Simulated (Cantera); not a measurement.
A perfectly stirred reactor is fed with C2H6 : O2 : N2 : CO2 = 0.77 : 3.18 : 19.7 : 3 (molar parts), equivalence ratio 0.85, at 1.00 bar; it is adiabatic with a 500 K inlet, and is followed from long to short residence time, starting on the burning branch (τ in s: 0.023, 0.0095, 0.0039, 0.0016, 0.00065, 0.00027, 0.00011, 4.5e-05, 1.8e-05).

Detailed kinetics in Cantera: GRI-Mech 3.0 (53 species, 325 reactions).

Question: Predict: blow-out, bracketed by the residence times tried; x(C2H6) at τ = 23.0 ms; x(O2) at τ = 23.0 ms; x(CO2) at τ = 23.0 ms; x(CH3) at τ = 23.0 ms; x(H2O2) at τ = 23.0 ms; x(C2H6) at τ = 0.650 ms; x(O2) at τ = 0.650 ms; x(CO2) at τ = 0.650 ms.

Answer: 
```json
{
  "blow_out_bracketed_by_the_residence_times_tried": "burning at 1.60 ms, out at 0.650 ms",
  "x(C2H6) at τ = 23.0 ms": "7.01e-6",
  "x(O2) at τ = 23.0 ms": "0.0201",
  "x(CO2) at τ = 23.0 ms": "0.163",
  "x(CH3) at τ = 23.0 ms": "3.00e-6",
  "x(H2O2) at τ = 23.0 ms": "2.38e-7",
  "x(C2H6) at τ = 0.650 ms": "0.0289",
  "x(O2) at τ = 0.650 ms": "0.119",
  "x(CO2) at τ = 0.650 ms": "0.113"
}
```
